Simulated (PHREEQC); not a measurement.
Consider water at 25 °C with 0.072 mol/kgw H3AsO4, 3.1e-05 mol/kgw H2SO4 and 0.082 mol/kgw FeCl3. Closed to the air; pH follows from the charge balance.

Computed with PHREEQC (ion-association model, wateq4f.dat).

Precipitation was switched off in this run.

Problem. What pH, activity of water does the model give?

Solution. pH 1.67; activity of water 0.994.

Problem. In which forms is S present?

Solution. FeSO4+ 76 %, FeHSO4+2 11 %, SO4-2 7.9 %, HSO4- 5.6 % of the S.

Saturation is exceeded, for instance for Scorodite, Hematite (slow to form); the values hold only as long as no solid forms. Species that the database lacks are ignored. The database's scorodite may be far more soluble than the real mineral, and it has no iron arsenate complexes; the constant wasn't checked at its source.
